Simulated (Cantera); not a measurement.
Hydrocarbon pyrolysis for carbon deposition

A perfectly stirred reactor is fed with 29.4 % C3H8, 70.6 % H2, at 6.98 Torr; it is held at 1075 K, and followed from long to short residence time.

Model: GRI-Mech 3.0 (53 species, 325 reactions), integrated in Cantera. GRI-Mech 3.0 was tuned for natural gas; its chemistry of propane as a main component is partial and can be far from experiment. GRI-Mech 3.0 stops at C3 and has no aromatics, soot or wall deposition, so with more carbon than oxygen in the feed, carbon stays in small species such as C2H2 where larger ones or solid carbon would form. Radical loss at walls, strong at low pressure, is not modelled.

| τ (s) | x C3H8 | x H2 | x H | x C2H6 | x CH3 |
|---|---|---|---|---|---|
| 0.30 | 0.186 | 0.649 | 4.76e-6 | 0.00186 | 0.000206 |
| 0.13 | 0.238 | 0.676 | 4.38e-6 | 0.00111 | 0.000227 |
| 0.059 | 0.268 | 0.692 | 4.00e-6 | 0.000544 | 0.000226 |
| 0.026 | 0.284 | 0.700 | 3.41e-6 | 0.000211 | 0.000200 |
| 0.011 | 0.291 | 0.704 | 2.43e-6 | 6.13e-5 | 0.000144 |
| 0.0051 | 0.293 | 0.705 | 1.44e-6 | 1.83e-5 | 8.34e-5 |
| 0.0022 | 0.294 | 0.706 | 6.69e-7 | 5.43e-6 | 3.66e-5 |
| 0.00099 | 0.294 | 0.706 | 3.01e-7 | 1.74e-6 | 1.50e-5 |
| 0.00044 | 0.294 | 0.706 | 1.30e-7 | 4.84e-7 | 5.80e-6 |
| 0.00019 | 0.294 | 0.706 | 5.40e-8 | 1.12e-7 | 2.21e-6 |
x: mole fraction; the columns are a selection and need not sum to one.
